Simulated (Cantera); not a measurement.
**Si + HCl + H2 (chlorosilane synthesis and conversion)**

A closed system holds: 1 mol Si, 3.2 mol HCl, 6.2 mol H2, at 4.40 bar.

These are equilibrium values from Cantera (NASA tables, ideal gas, pure condensed phases), not measurements of a reactor. Candidate condensed phases: Si; 19 gas species. The tables' values for SiCl3 are old estimates; treat these amounts as uncertain. Kinetics and transport are ignored.

```csv
T (K),x H2,x HCl,x SiHCl3,x SiCl4,x SiCl2,x SiCl3,x SiH2Cl2,x SiH3Cl,n Si(s)
648,0.890,6.32e-5,0.0558,0.0508,2.54e-9,4.42e-7,0.00354,4.60e-5,0.0667
748,0.890,0.000376,0.0539,0.0519,1.37e-7,6.14e-6,0.00409,6.91e-5,0.0689
848,0.889,0.00146,0.0521,0.0527,2.83e-6,4.55e-5,0.00451,9.28e-5,0.0730
948,0.887,0.00421,0.0502,0.0530,3.05e-5,0.000218,0.00482,0.000116,0.0806
1048,0.884,0.00985,0.0481,0.0524,0.000204,0.000764,0.00502,0.000136,0.0940
1148,0.877,0.0196,0.0452,0.0503,0.000960,0.00209,0.00508,0.000154,0.114
1248,0.865,0.0342,0.0410,0.0461,0.00340,0.00466,0.00496,0.000166,0.138
1348,0.850,0.0535,0.0351,0.0390,0.00946,0.00857,0.00461,0.000172,0.159
1448,0.830,0.0755,0.0274,0.0291,0.0211,0.0129,0.00398,0.000168,0.166
1548,0.809,0.0963,0.0189,0.0184,0.0382,0.0158,0.00316,0.000156,0.152
```
x: gas mole fraction; n: condensed amount in mol.

From 648 K to 1548 K the condensed part is Si(s). The main Si-bearing gas is SiHCl3 at 648 K and SiCl2 at 1548 K. The share of Si in condensed phases is highest at 1448 K (16.6 %) and lowest at 648 K (6.7 %).
